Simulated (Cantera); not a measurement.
Feed: 1 mol Si3H8, 2.6 mol HCl, a varied amount of H2, 0.18 mol Cl2, at 877 °C and 0.133 bar.

Method: chemical equilibrium by Gibbs-energy minimisation in Cantera with the NASA 1993 tables (ideal gas, pure condensed phases). Candidate condensed phases: Si; 19 gas species. The feed counts by its element totals alone. The tables' values for SiCl3 are old estimates; treat these amounts as uncertain. Kinetics and transport are ignored.

Problem. At 280 mol H2, list the 5 most abundant gas species with their mole fractions, and the condensed phases.

Solution. H2 0.990, HCl 0.00920, SiCl2 0.000188, SiHCl3 0.000121, SiCl4 5.53e-5. Condensed: Si(s).
